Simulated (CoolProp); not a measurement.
Properties of carbon monoxide along the isotherm 212.6 K.

Model: reference Helmholtz-energy equation of state, Lemmon 2006, in CoolProp. It is a short technical equation, of lower accuracy than the large ones.

| p (kPa) | phase | Z | cp (kJ/(kg K)) |
|---|---|---|---|
| 55.3 | gas | 0.9988 | 1.041 |
| 105 | gas | 0.9978 | 1.043 |
| 199 | gas | 0.9959 | 1.047 |
| 377 | gas | 0.9922 | 1.055 |
| 714 | gas | 0.9853 | 1.069 |
| 1350 | gas | 0.9726 | 1.098 |
| 2570 | gas | 0.9494 | 1.157 |
| 4870 | supercritical | 0.9104 | 1.284 |
| 9230 | supercritical | 0.8607 | 1.541 |
| 17500 | supercritical | 0.8792 | 1.762 |
